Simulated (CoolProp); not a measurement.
Vapour pressure (bar) of tetradecamethylhexasiloxane (MD4M): the reference equation beside estimates from Tc = 653.2 K, pc = 8.286 bar, ω = 0.800.

Values from CoolProp's reference Helmholtz-energy equation of state, Thol 2019.

```json
[
 {"T (K)": "467.2", "reference": "0.1812", "Lee-Kesler": "0.1802", "van der Waals": "1.852"},
 {"T (K)": "470.5", "reference": "?", "Lee-Kesler": "0.1993", "van der Waals": "1.919"},
 {"T (K)": "473.9", "reference": "?", "Lee-Kesler": "0.2207", "van der Waals": "1.989"},
 {"T (K)": "477.2", "reference": "0.2458", "Lee-Kesler": "0.2432", "van der Waals": "2.058"},
 {"T (K)": "480.6", "reference": "0.2715", "Lee-Kesler": "0.2684", "van der Waals": "2.131"},
 {"T (K)": "483.9", "reference": "0.2985", "Lee-Kesler": "0.2947", "van der Waals": "2.204"},
 {"T (K)": "487.3", "reference": "0.3285", "Lee-Kesler": "?", "van der Waals": "2.281"},
 {"T (K)": "490.7", "reference": "0.3609", "Lee-Kesler": "0.3557", "van der Waals": "2.359"},
 {"T (K)": "494", "reference": "0.3947", "Lee-Kesler": "0.3887", "van der Waals": "2.436"},
 {"T (K)": "497.4", "reference": "0.4321", "Lee-Kesler": "0.4252", "van der Waals": "2.518"}
]
```

Complete the blanks.


- 470.5, reference: 0.2008
- 473.9, reference: 0.2227
- 487.3, Lee-Kesler: 0.3240

Absolute difference from the reference over all 10 rows, mean and median: Lee-Kesler 1.2 and 1.2 %, van der Waals 677.9 and 661.6 %.
